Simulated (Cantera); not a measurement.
Standard-state values (1 bar) from the NASA 1993 polynomials, evaluated with Cantera. Values are per mole of reaction as written; species without (g) are pure solids or liquids, kept so even where they would boil at 1 bar.

Question: Between 650 and 2450 K, where is each reaction favourable under standard conditions?
- 3 CuF2(g) + N2(g) = 3 Cu + 2 NF3(g)

Answer: 
- 3 CuF2(g) + N2(g) = 3 Cu + 2 NF3(g): ΔG° is 777 kJ at 650 K and 1319 kJ at 2450 K; it stays positive (K < 1). ΔH° is 679 kJ and ΔS° -261 J/K at 2450 K.
